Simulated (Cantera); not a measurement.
Input: 1 mol MgCl₂, 3.4 mol HCl, 0.18 mol H₂, equilibrated at 450 °C and 0.290 Pa.

Cantera equilibrium calculation (NASA polynomials, part measured and part estimated; ideal gas, pure solids and liquids). Candidate condensed phases: Mg, MgCl₂; 10 gas species. Equilibrium is a limit: real reactors are often held back by kinetics, nucleation or transport.

Base state: HCl 0.949, H₂ 0.0502, MgCl₂ 0.00116 (mole fractions); condensed: MgCl₂(s).

What changes in the equilibrium state with this change: temperature from 450 °C to 1575 °C?


| species | before | after |
|---|---|---|
| Cl | <1e-9 | 0.366 |
| HCl | 0.949 | 0.362 |
| Mg | <1e-9 | 0.117 |
| H | <1e-9 | 0.0727 |
| MgCl₂ | 0.00116 | 0.0252 |
| H₂ | 0.0502 | 0.0546 |
| MgCl | <1e-9 | 0.00236 |
| MgCl₂(s), mol | 0.996 | 0 |
